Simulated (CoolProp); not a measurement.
Vapour-liquid equilibrium of dimethyl ether (1) + n-pentane (2) at 231.7 K; x and y are mole fractions of (1).

Computed with CoolProp (multi-fluid Helmholtz-energy mixture model, Wu 2011 and Thol 2019; pair parameters Bell 2016).

```tsv
x	bubble pressure, mixture model (MPa)	bubble pressure, Raoult's law (MPa)	y, mixture model	y, Raoult's law
0.05	0.003880	0.004655	0.398	0.496
0.2	___	0.01121	___	0.824
0.35	___	0.01776	___	0.910
0.5	0.03161	0.02431	___	0.949
0.65	0.03704	0.03087	0.976	0.972
0.8	0.04047	0.03742	0.983	0.987
0.95	0.04435	0.04397	0.993	0.997
```

Task: Fill in the missing entries.

Result: 
- 0.2, bubble pressure, mixture model (MPa): 0.01188
- 0.2, y, mixture model: 0.843
- 0.35, bubble pressure, mixture model (MPa): 0.02269
- 0.35, y, mixture model: 0.937
- 0.5, y, mixture model: 0.965

The largest gap from Raoult's law is +30.0 % in bubble pressure, at x = 0.5. No azeotrope shows between x = 0.05 and 0.95.

The pair parameters rest on a limited set of measurements; away from them the model extrapolates. The gap from Raoult's law changes sign with composition, which may be real or a fault of the pair parameters; it wasn't checked against measurements.
